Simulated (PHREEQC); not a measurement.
Solution (60 °C): 0.094 mol/kgw AgNO3. It is in equilibrium with CO2 at log p = -1 (atm). Otherwise closed; pH follows from the charge balance.

Model: ion-association model, wateq4f.dat, run in PHREEQC.

| quantity | before | after |
|---|---|---|
| pH | 4.53 | 4.40 |
| AgNO3 (mol/kgw) | 0.00243 | 0.00251 |
| HCO3- (mol/kgw) | 3.62e-5 | 4.79e-5 |
| AgOH (mol/kgw) | 2.33e-9 | 1.77e-9 |
| CO3-2 (mol/kgw) | 1.83e-10 | 1.13e-10 |
| SI of Ag2CO3 (Ag2CO3) | -2.13 | -1.56 |
| SI of Ag2O (Ag2O) | -5.02 | -6.07 |

**Question.** Name the change that produced these shifts.
(A) temperature from 60 to 25 °C
(B) diluted 5-fold with water
(C) AgNO3 from 0.094 to 0.047 mol/kgw
(D) temperature from 60 to 75 °C

**Answer.** A, temperature from 60 to 25 °C

This is a speciation only: nothing precipitates in the calculation. At this temperature some constants are extrapolated from 25 °C, and those without enthalpy data are left unchanged.
